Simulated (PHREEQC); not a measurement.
Consider water at 56 °C with 0.024 mol/kgw H2S and 0.19 mol/kgw FeCl2. Closed to the air; pH follows from the charge balance.

The numbers come from PHREEQC with the ion-association model, phreeqc.dat.

No solid was allowed to form.

### Question
Predict the pH, ionic strength.

### Answer
pH 2.94; ionic strength 0.535 mol/kgw.

### Question
In which forms is S present?

### Answer
H2S 94 %, Fe(HS)2 6.4 % of the S.

At this temperature some constants are extrapolated from 25 °C, and those without enthalpy data are left unchanged.
